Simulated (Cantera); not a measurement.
Input: 1 mol Cr, 0.014 mol H₂O, 3.1 mol N₂, held at 10000 Pa.

Equilibrium computed with Cantera from the NASA thermochemical tables; the gas is ideal and each condensed phase is pure. Candidate condensed phases: Cr, CrN, Cr₂N, Cr₂O₃, H₂O; 29 gas species. Mutual solubility and eutectic melting of coexisting phases are not modelled. The numbers say what is thermodynamically allowed, not how fast it happens.

Task: At 2048 K, list the 5 most abundant gas species with their mole fractions, and the condensed phases.

Result: N₂ 0.976, Cr 0.0193, H₂ 0.00411, H 0.000454, CrO 0.000245. Condensed: Cr(s) + Cr₂O₃(s).
